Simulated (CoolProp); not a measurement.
Vapour-liquid equilibrium of toluene (1) + m-xylene (2) at 716 kPa; x and y are mole fractions of (1).

Model: multi-fluid Helmholtz-energy mixture model, Lemmon 2006 and Zhou 2012; pair parameters Bell 2016, in CoolProp.

Give the bubble temperature and the first vapour's composition at x = 0.2, 0.35, 0.8. Is there an azeotrope?

x = 0.2: 222.1 °C, y = 0.290; x = 0.35: 216.3 °C, y = 0.471; x = 0.8: 202.2 °C, y = 0.863. No azeotrope shows between x = 0.05 and 0.95.

Pair parameters are fitted to limited data, so mixtures are less certain than the pure fluids.
